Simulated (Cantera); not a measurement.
# Adiabatic ignition

An adiabatic, constant-volume homogeneous reactor starts with 5.94 % C₃H₈, 19.8 % O₂, 74.3 % N₂, at 1350 K and 4580 Torr.

Cantera simulation using GRI-Mech 3.0 (53 species, 325 reactions); the numbers are that mechanism's predictions, not measurements. GRI-Mech 3.0 was tuned for natural gas; its chemistry of propane as a main component is partial and can be far from experiment. Above 3000 K some thermodynamic fits are extrapolated.

| t (s) | T (K) | P (bar) | x C₃H₈ | x O₂ | x H₂O₂ | x HCO | x CH₃ |
|---|---|---|---|---|---|---|---|
| 8.00e-6 | 1349 | 6.10 | 0.0591 | 0.198 | 8.27e-6 | 2.28e-9 | 0.000172 |
| 1.85e-5 | 1349 | 6.10 | 0.0582 | 0.197 | 1.21e-5 | 1.25e-8 | 0.000242 |
| 4.28e-5 | 1351 | 6.12 | 0.0561 | 0.196 | 1.49e-5 | 3.99e-8 | 0.000251 |
| 9.89e-5 | 1360 | 6.21 | 0.0495 | 0.192 | 2.96e-5 | 1.80e-7 | 0.000292 |
| 0.000229 | 3064 | 16.3 | <1e-12 | 0.00103 | 3.31e-7 | 1.55e-6 | 6.67e-11 |
| 0.000529 | 3060 | 16.2 | <1e-12 | 0.000996 | 3.23e-7 | 1.54e-6 | 6.77e-11 |
| 0.00122 | 3060 | 16.2 | <1e-12 | 0.000996 | 3.23e-7 | 1.54e-6 | 6.77e-11 |
| 0.00283 | 3060 | 16.2 | <1e-12 | 0.000996 | 3.23e-7 | 1.54e-6 | 6.77e-11 |
| 0.00654 | 3060 | 16.2 | <1e-12 | 0.000996 | 3.23e-7 | 1.54e-6 | 6.77e-11 |
| 0.0151 | 3060 | 16.2 | <1e-12 | 0.000996 | 3.23e-7 | 1.54e-6 | 6.77e-11 |
| 0.0350 | 3060 | 16.2 | <1e-12 | 0.000996 | 3.23e-7 | 1.54e-6 | 6.77e-11 |
| 0.0809 | 3060 | 16.2 | <1e-12 | 0.000996 | 3.23e-7 | 1.54e-6 | 6.77e-11 |
| 0.187 | 3060 | 16.2 | <1e-12 | 0.000996 | 3.23e-7 | 1.54e-6 | 6.77e-11 |
| 0.432 | 3060 | 16.2 | <1e-12 | 0.000996 | 3.23e-7 | 1.54e-6 | 6.77e-11 |
| 1.00 | 3060 | 16.2 | <1e-12 | 0.000996 | 3.23e-7 | 1.54e-6 | 6.77e-11 |
x: mole fraction; the columns are a selection and need not sum to one.

```
Item                                                                   Value
---------------------------------  -----------------------------------------
time of steepest temperature rise                                   0.170 ms
temperature at 1.00 s                                                 3060 K
equilibrium temperature                                               3060 K
x(C₃H₈) at 1.00 s                      <1e-12 (gas-phase equilibrium <1e-12)
x(O₂) at 1.00 s                    0.000996 (gas-phase equilibrium 0.000996)
x(H₂O₂) at 1.00 s                    3.23e-7 (gas-phase equilibrium 3.23e-7)
```
